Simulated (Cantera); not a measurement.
## Ignition delay

Mixture: CO : H2 : O2 : N2 = 1 : 0.19 : 0.458 : 1.72 (molar parts), equivalence ratio 1.3, at 100000 Pa, adiabatic and at constant volume. Ignition delay is the time to a rise of 400 K.

Model: GRI-Mech 3.0 (53 species, 325 reactions), integrated in Cantera. Below about 950 K walls govern HO2 and H2O2 in real vessels. Where the delays flatten at high temperature, the 400 K rule measures the pace of heat release, not the induction time.

```
T0 (K)  delay (ms)
------  ----------
850            194
950           1.77
1050         0.223
1150         0.104
1250        0.0650
1350        0.0476
1450        0.0386
1550        0.0341
1650        0.0325
1750        0.0330
```
